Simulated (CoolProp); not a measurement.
Properties of ethylene along the isotherm 256.5 K (Tc = 282.4 K, pc = 5.042 MPa, ω = 0.087).

Computed with CoolProp (reference Helmholtz-energy equation of state, Smukala 2000).

| p (MPa) | phase | cp (kJ/(kg K)) | cv (kJ/(kg K)) | speed of sound (m/s) | isothermal compressibility (1/MPa) |
|---|---|---|---|---|---|
| 0.0797 | gas | ___ | 1.103 | 309.3 | 12.64 |
| 0.164 | gas | 1.422 | ___ | 307.8 | 6.191 |
| 0.336 | gas | 1.452 | 1.116 | 304.7 | 3.073 |
| 0.69 | gas | 1.524 | 1.135 | ___ | 1.556 |
| 1.42 | gas | 1.739 | 1.187 | 282.8 | 0.8397 |
| 2.91 | liquid | 3.645 | 1.389 | 568.5 | 0.02003 |
| 5.98 | liquid | 3.117 | 1.367 | 670.5 | 0.01194 |
| 12.3 | liquid | 2.735 | 1.359 | 804.4 | 0.006922 |
| 25.2 | liquid | ___ | 1.371 | 977.6 | 0.003923 |

Task: What belongs in the gaps?

Result: 
- 0.0797, cp (kJ/(kg K)): 1.408
- 0.164, cv (kJ/(kg K)): 1.107
- 0.69, speed of sound (m/s): 298.1
- 25.2, cp (kJ/(kg K)): 2.468
